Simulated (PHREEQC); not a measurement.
## Copper plating or etch bath

Consider water at 87 °C with 0.075 mol/kgw Cu(NO3)2, 0.037 mol/kgw HCl and 0.047 mol/kgw H3BO3. Closed to the air; pH follows from the charge balance.

Model: ion-association model, phreeqc.dat, run in PHREEQC.

Each row changes one thing in this solution. Precipitation was switched off in this run.

| case | pH | ionic strength (mol/kgw) | Cu+2 (mol/kgw) | Cu2(OH)2+2 (mol/kgw) | CuOH+ (mol/kgw) | H2BO3- (mol/kgw) |
|---|---|---|---|---|---|---|
| as made | 1.54 | 0.235 | 0.0618 | 9.61e-9 | 8.64e-9 | 3.60e-9 |
| diluted 5-fold with water | 2.21 | 0.0499 | 0.0138 | 1.67e-8 | 1.23e-8 | 2.82e-9 |
| HCl left out | 3.58 | 0.225 | 0.0747 | 0.000169 | 1.15e-6 | 3.89e-7 |
| 0.019 mol/kgw NaBF4 added | 1.57 | 0.253 | 0.0619 | 1.05e-8 | 9.04e-9 | ? |
| HCl from 0.037 to 0.0407 mol/kgw | 1.50 | 0.237 | 0.0607 | 7.64e-9 | 7.71e-9 | 3.28e-9 |
| temperature from 87 to 10 °C | ? | 0.260 | 0.0740 | 1.82e-11 | 1.11e-8 | 9.90e-10 |
| Cu(NO3)2 from 0.075 to 0.015 mol/kgw | 1.52 | 0.0729 | 0.0105 | 3.65e-10 | 1.77e-9 | 2.98e-9 |

**Question.** Some entries are withheld; supply them.

**Answer.** 
- 0.019 mol/kgw NaBF4 added, H2BO3- (mol/kgw): 4.03e-9
- temperature from 87 to 10 °C, pH: 1.53

Complexes and solids missing from the database can't appear. At this temperature some constants are extrapolated from 25 °C, and those without enthalpy data are left unchanged. Real BF4- forms and hydrolyses slowly; the run takes it at equilibrium.
